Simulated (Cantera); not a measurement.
**SiCl₄ + NH₃ (silicon nitride deposition)**

Feed: 1 mol SiCl₄, 12 mol NH₃, held at 1330 Pa.

Method: chemical equilibrium by Gibbs-energy minimisation in Cantera with the NASA 1993 tables (ideal gas, pure condensed phases). Candidate condensed phases: NH₄Cl, Si, Si₃N₄; 28 gas species. The tables' values for SiCl, SiCl₃, SiN are old estimates; treat these amounts as uncertain. Gases not in the tables: Si₂H₆ and higher silanes. Rates play no part.

```csv
T (°C),log p H₂,log p N₂,log p HCl,log p SiCl₂,log p H,log p Si,n Si₃N₄(s),n Si(l)
525,-2.07,-2.55,-2.69,-12.07,-12.61,<-13,0.326,0
675,-2.07,-2.55,-2.68,-9.31,-10.32,<-13,0.330,0
825,-2.07,-2.55,-2.68,-7.31,-8.64,<-13,0.331,0
975,-2.07,-2.55,-2.68,-5.80,-7.37,<-13,0.331,0
1125,-2.07,-2.55,-2.69,-4.64,-6.36,-10.92,0.316,0
1275,-2.07,-2.54,-2.75,-3.83,-5.55,-8.42,0.236,0
1425,-2.06,-2.52,-2.91,-3.40,-4.87,-6.38,0.0694,0
1575,-2.07,-2.51,-2.94,-3.36,-4.31,-5.20,0,0.107
1725,-2.07,-2.52,-2.92,-3.40,-3.83,-4.37,0,0.0756
1875,-2.09,-2.52,-2.88,-3.53,-3.43,-3.82,0,0
```
log p: log10 of the partial pressure in bar; n: condensed amount in mol.

From 525 °C to 1425 °C the condensed part is Si₃N₄(s). From 1575 °C to 1725 °C the condensed part is Si(l). At 1875 °C nothing is condensed. The main Si-bearing gas is SiCl₄ at 525 °C and SiCl₂ at 1875 °C. The share of Si in condensed phases is highest at 825 °C (99.4 %) and lowest at 1875 °C (0.0 %).
